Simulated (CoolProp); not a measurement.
Vapour-liquid equilibrium of R1234yf (1) + R227EA (2) at 24.9 kPa; x and y are mole fractions of (1).

Values from CoolProp's multi-fluid Helmholtz-energy mixture model, Lemmon 2022 and Lemmon 2016; pair parameters Bell 2016.

Q: Give the bubble temperature and the first vapour's composition at x = 0.2, 0.65, 0.95. Is there an azeotrope?

A: x = 0.2: 225.2 K, y = 0.338; x = 0.65: 219.5 K, y = 0.792; x = 0.95: 216.4 K, y = 0.975. No azeotrope shows between x = 0.05 and 0.95.

The pair parameters rest on a limited set of measurements; away from them the model extrapolates.
